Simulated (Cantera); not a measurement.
An isothermal, constant-pressure homogeneous reactor starts with NH₃ : N₂ = 1 : 6.8 (molar parts), at 1523 K and 0.930 bar. Integrator tolerance rtol = 1e-08.

Detailed kinetics in Cantera: the gas-phase N/H chemistry of the illustrative SiF4/NH3 mechanism in the Surface Chemkin manual (1991). Walls and surfaces, which speed up NH3 decomposition in real reactors, are not modelled.

### Question
What does this change do: pressure from 0.930 bar to 54.0 Torr?

### Answer
```
quantity                                            before                                     after
----------------  ----------------------------------------  ----------------------------------------
x(NH₃) at 2.00 s     0.117 (gas-phase equilibrium 3.40e-6)     0.125 (gas-phase equilibrium 2.63e-7)
x(H) at 2.00 s     1.14e-6 (gas-phase equilibrium 9.96e-6)   6.46e-7 (gas-phase equilibrium 3.58e-5)
x(NH) at 2.00 s   1.05e-7 (gas-phase equilibrium 2.37e-12)  2.31e-7 (gas-phase equilibrium 2.37e-12)
x(N) at 2.00 s      3.46e-9 (gas-phase equilibrium <1e-12)    4.26e-9 (gas-phase equilibrium <1e-12)
x(N₂) at 2.00 s        0.868 (gas-phase equilibrium 0.830)       0.871 (gas-phase equilibrium 0.830)
```

### Question
What does this change do: 0.38 parts H2 added?

### Answer
```json
[
 {"quantity": "x(NH₃) at 2.00 s", "before": "0.117 (gas-phase equilibrium 3.40e-6)", "after": "0.115 (gas-phase equilibrium 4.38e-6)"},
 {"quantity": "x(H) at 2.00 s", "before": "1.14e-6 (gas-phase equilibrium 9.96e-6)", "after": "3.51e-6 (gas-phase equilibrium 1.09e-5)"},
 {"quantity": "x(NH) at 2.00 s", "before": "1.05e-7 (gas-phase equilibrium 2.37e-12)", "after": "8.59e-8 (gas-phase equilibrium 2.54e-12)"},
 {"quantity": "x(N) at 2.00 s", "before": "3.46e-9 (gas-phase equilibrium <1e-12)", "after": "3.44e-9 (gas-phase equilibrium <1e-12)"},
 {"quantity": "x(N₂) at 2.00 s", "before": "0.868 (gas-phase equilibrium 0.830)", "after": "0.829 (gas-phase equilibrium 0.795)"}
]
```
